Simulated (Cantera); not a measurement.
Charge: 1 mol borazine, 65 mol H2, equilibrated at 2373 K and 0.100 bar.

These are equilibrium values from Cantera (NASA tables, ideal gas, pure condensed phases), not measurements of a reactor. Candidate condensed phases: B, BN; 15 gas species. The feed counts by its element totals alone. The tables' values for BH2 are old estimates; treat these amounts as uncertain. Gases not in the tables: B2H6 and higher boranes. Equilibrium is a limit: real reactors are often held back by kinetics, nucleation or transport.

Base state: H2 0.933, H 0.0427, N2 0.0211, BH2 0.00257, B 0.000240, BH 5.28e-5, BH3 2.23e-5 (mole fractions); condensed: B(l).

**Question.** What changes in the equilibrium state with this change: temperature from 2373 K to 1523.15 K?

**Answer.** 
| species | before | after |
|---|---|---|
| H2 | 0.933 | 1.000 |
| H | 0.0427 | 7.32e-5 |
| BH2 | 0.00257 | 2.99e-6 |
| N2 | 0.0211 | 1.75e-6 |
| B | 0.000240 | <1e-9 |
| BH | 5.28e-5 | <1e-9 |
| BH3 | 2.23e-5 | 5.18e-7 |
| B(l), mol | 2.80 | 0 |
| BN(s), mol | 0 | 3.00 |
